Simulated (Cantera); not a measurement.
Input: 1 mol SiC, 2.4 mol CO2, a varied amount of H2, held at 1475 K and 0.160 Pa.

Cantera equilibrium calculation (NASA polynomials, part measured and part estimated; ideal gas, pure solids and liquids). Candidate condensed phases: C, C6H6, C7H8, C8H18, H2O, Si, SiC, SiO2; 123 gas species. Kinetics and transport are ignored.

Q: At 38 mol H2, list the 6 most abundant gas species with their mole fractions, and the condensed phases.

A: H2 0.878, CO 0.0795, SiO 0.0235, H 0.00961, H2O 0.00906, CO2 0.000330. Condensed: gas only.
